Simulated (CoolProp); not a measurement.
Vapour-liquid equilibrium of propane (1) + isobutene (2) at 0.0035 MPa; x and y are mole fractions of (1).

Model: multi-fluid Helmholtz-energy mixture model, Lemmon 2009 and Lemmon 2005; pair parameters Bell 2016, in CoolProp.

Task: Give the bubble temperature and the first vapour's composition at x = 0.65, 0.725, 0.95. Is there an azeotrope?

Result: x = 0.65: -93.3 °C, y = 0.939; x = 0.725: -94.3 °C, y = 0.956; x = 0.95: -97.2 °C, y = 0.994. No azeotrope shows between x = 0.05 and 0.95.

Pair parameters are fitted to limited data, so mixtures are less certain than the pure fluids.
